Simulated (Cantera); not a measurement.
Input (Python, Cantera):

```python
import numpy as np
import cantera as ct

gas = ct.Solution("gri30.yaml")
gas.TPX = 1750, 2000, {'NO': 1, 'N2': 0.63}
inlet = ct.Reservoir(gas, clone=True)

reactor = ct.IdealGasConstPressureReactor(gas, energy="off", clone=False)
exhaust = ct.Reservoir(gas, clone=True)
tau = [22, 6.2, 1.7, 0.49, 0.14, 0.038, 0.011, 0.003, 0.00085, 0.00024][0]
for a, b in ((inlet, reactor), (reactor, exhaust)):
    ct.MassFlowController(a, b, mdot=lambda t: reactor.mass / tau)
net = ct.ReactorNet([reactor])
show = ['NO', 'N2', 'O', 'NO2', 'N2O', 'O2']

rows = []
print(f"{'tau/s':>10s}{'T/K':>9s}" + "".join(f"{s:>11s}" for s in show))
for tau in [22, 6.2, 1.7, 0.49, 0.14, 0.038, 0.011, 0.003, 0.00085, 0.00024]:
    net.initial_time = 0.0
    net.advance(30 * tau)
    before = gas.X
    net.advance(40 * tau)
    drift = np.max(np.abs(gas.X - before) / (gas.X + 1e-9))
    rows.append([gas.T, *gas[show].X, drift])
    print(f"{tau:10.3e}{gas.T:9.1f}" + "".join(f"{x:11.3e}" for x in gas[show].X))
```

Output:

```
     tau/s      T/K         NO         N2          O        NO2        N2O         O2
 2.200e+01   1750.0  5.557e-01  4.153e-01  1.112e-04  7.740e-05  1.006e-04  2.874e-02
 6.200e+00   1750.0  5.968e-01  3.948e-01  7.834e-05  4.849e-05  1.206e-04  8.230e-03
 1.700e+00   1750.0  6.089e-01  3.887e-01  6.354e-05  3.446e-05  1.223e-04  2.164e-03
 4.900e-01   1750.0  6.122e-01  3.871e-01  5.544e-05  2.846e-05  1.074e-04  5.524e-04
 1.400e-01   1750.0  6.131e-01  3.866e-01  4.444e-05  2.246e-05  7.248e-05  1.107e-04
 3.800e-02   1750.0  6.134e-01  3.865e-01  2.596e-05  1.150e-05  3.225e-05  1.134e-05
 1.100e-02   1750.0  6.135e-01  3.865e-01  1.009e-05  2.556e-06  1.116e-05  6.922e-07
 3.000e-03   1750.0  6.135e-01  3.865e-01  3.088e-06  2.757e-07  3.224e-06  4.507e-08
 8.500e-04   1750.0  6.135e-01  3.865e-01  9.148e-07  2.485e-08  9.280e-07  3.657e-09
 2.400e-04   1750.0  6.135e-01  3.865e-01  2.621e-07  2.051e-09  2.632e-07  2.947e-10
```

Model: GRI-Mech 3.0 (53 species, 325 reactions), integrated in Cantera. Radical loss at walls, strong at low pressure, is not modelled.
